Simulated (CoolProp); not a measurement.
A Linde-Hampson liquefier for dry air: isothermal reversible compression at 230 K from 1 atm to 25 MPa, throttling to 1 atm, return gas leaving the recuperator 2 K below the feed. Each further row changes one setting.

The numbers come from the reference Helmholtz-energy equation of state, Lemmon 2000 in CoolProp. It is a pseudo-pure fit of the blend.

| case | liquid yield per pass | compression work (kJ/kg of gas) |
|---|---|---|
| as stated | 0.188 | 351 |
| high pressure 50 MPa | 0.201 | 403 |
| warm-end temperature 260 K | 0.134 | 405 |
| warm-end gap 7 K | 0.176 | 351 |
